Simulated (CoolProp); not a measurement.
Values from CoolProp's reference Helmholtz-energy equation of state, Lemmon 2006. It is a short technical equation, of lower accuracy than the large ones.

Q: For isopentane, give the phase and the cp (kJ/(kg K)), speed of sound (m/s) at 500 K and 0.016 MPa; 500 K and 0.0576 MPa; 500 K and 0.744 MPa.

A: 
- 500 K and 0.016 MPa: gas; cp 2.54, speed of sound 245
- 500 K and 0.0576 MPa: gas; cp 2.54, speed of sound 245
- 500 K and 0.744 MPa: gas; cp 2.59, speed of sound 232
